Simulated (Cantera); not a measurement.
Mixture: 4.92 % CH₄, 4.77 % H₂, 24.4 % O₂, 65.9 % N₂, equivalence ratio 0.50, at 1.01 bar, adiabatic and at constant pressure. Ignition delay is the time to a rise of 400 K.

Model: GRI-Mech 3.0 (53 species, 325 reactions), integrated in Cantera. Below about 1000 K GRI-Mech 3.0 lacks low-temperature oxidation paths. Below about 950 K walls govern HO2 and H2O2 in real vessels.

Question: Predict: delay at 948 K; delay at 1148 K; delay at 1348 K; delay at 1548 K; delay at 1748 K; apparent activation energy between 1548 and 1748 K.

Answer: 
```json
{
  "delay at 948 K": "22.9 ms",
  "delay at 1148 K": "0.782 ms",
  "delay at 1348 K": "0.171 ms",
  "delay at 1548 K": "61.4 µs",
  "delay at 1748 K": "28.5 µs",
  "apparent activation energy between 1548 and 1748 K": "86 kJ/mol"
}
```
